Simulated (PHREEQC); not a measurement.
A solution holds 0.0016 mol/kgw Na2SO4 and 6.2e-06 mol/kgw H4SiO4, at 25 °C. It is in equilibrium with CO2 at log p = 0 (atm). Otherwise closed; pH follows from the charge balance.

All values are PHREEQC results (ion-association model, phreeqc.dat), not measurements.

```json
[
 {"quantity": "pH", "before": "3.93", "after": "3.95"},
 {"quantity": "HCO3- (mol/kgw)", "before": "0.000139", "after": "0.000148"},
 {"quantity": "(CO2)2 (mol/kgw)", "before": "2.10e-5", "after": "2.10e-5"},
 {"quantity": "HSO4- (mol/kgw)", "before": "1.43e-5", "after": "2.53e-5"},
 {"quantity": "CO3-2 (mol/kgw)", "before": "6.95e-11", "after": "8.27e-11"},
 {"quantity": "SI of Quartz (SiO2)", "before": "-1.23", "after": "-1.23"}
]
```

Name the change that produced these shifts.
(A) Na2SO4 replaced by K2SO4 at the same molality
(B) Na2SO4 from 0.0016 to 0.0032 mol/kgw
(C) 8.1e-05 mol/kgw NaOH added
(D) temperature from 25 to 70 °C
(E) temperature from 25 to 5 °C

B, Na2SO4 from 0.0016 to 0.0032 mol/kgw

No solid was allowed to form.
